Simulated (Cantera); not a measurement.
A perfectly stirred reactor is fed with H2 : O2 = 0.04 : 1 (molar parts), equivalence ratio 0.020, at 10.00 Torr; it is held at 1250 K, and followed from long to short residence time.

Detailed kinetics in Cantera: the H2/O2 subset of GRI-Mech 3.0, which has no nitrogen chemistry. Radical loss at walls, strong at low pressure, is not modelled. The temperature is held fixed by assumption; the heat of reaction is taken as removed at once.

Task: Predict: x(H2) at τ = 2.70 s; x(O2) at τ = 2.70 s; x(OH) at τ = 2.70 s; x(H) at τ = 2.70 s; x(O) at τ = 2.70 s; x(H2) at τ = 17.0 ms; x(O2) at τ = 17.0 ms; x(OH) at τ = 17.0 ms; x(H) at τ = 17.0 ms; x(O) at τ = 17.0 ms.

Result: 
```json
{
  "x(H2) at τ = 2.70 s": "7.05e-5",
  "x(O2) at τ = 2.70 s": "0.958",
  "x(OH) at τ = 2.70 s": "0.000890",
  "x(H) at τ = 2.70 s": "8.75e-5",
  "x(O) at τ = 2.70 s": "0.00194",
  "x(H2) at τ = 17.0 ms": "0.00124",
  "x(O2) at τ = 17.0 ms": "0.937",
  "x(OH) at τ = 17.0 ms": "0.00331",
  "x(H) at τ = 17.0 ms": "0.00366",
  "x(O) at τ = 17.0 ms": "0.0211"
}
```
